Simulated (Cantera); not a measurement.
## Ignition delay

Mixture: CH4 : C2H6 : O2 : N2 = 1 : 0.057 : 2.72 : 8.96 (molar parts), equivalence ratio 0.81, at 500000 Pa, adiabatic and at constant pressure. Ignition delay is the time to a rise of 400 K.

Detailed kinetics in Cantera: GRI-Mech 3.0 (53 species, 325 reactions).

```
T0 (K)  delay (ms)
------  ----------
1250          1.43
1350         0.497
1450         0.185
1550        0.0741
1650        0.0328
1750        0.0163
1850       0.00910
1950       0.00559
2050       0.00372
2150       0.00263
```

```json
{
 "apparent activation energy between 1950 and 2150 K": "130 kJ/mol"
}
```
